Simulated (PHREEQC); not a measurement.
## Leach liquor: speciation

Dissolve 5 mmol/kgw HCl, 0.051 mmol/kgw MnSO4 and 15 mmol/kgw MgSO4 at 25 °C. Closed to the air; pH follows from the charge balance.

Equilibrium calculation in PHREEQC: ion-association model, phreeqc.dat.

```
Property                       Value
--------------------  --------------
pH                              2.52
ionic strength        0.0425 mol/kgw
specific conductance      3380 µS/cm
total alkalinity        -5.00 meq/kg
```

| species | molality | activity | log γ |
|---|---|---|---|
| Mg+2 | 0.0101 | 0.00508 | -0.298 |
| SO4-2 | 0.00864 | 0.00417 | -0.316 |
| Cl- | 0.00500 | 0.00412 | -0.084 |
| MgSO4 | 0.00492 | 0.00497 | 0.004 |
| H+ | 0.00352 | 0.00303 | -0.065 |
| HSO4- | 0.00148 | 0.00123 | -0.081 |
| Mn+2 | 3.70e-5 | 1.86e-5 | -0.299 |
| MnSO4 | 1.36e-5 | 1.38e-5 | 0.004 |
| MnCl+ | 3.74e-7 | 3.12e-7 | -0.079 |

Precipitation was switched off in this run.
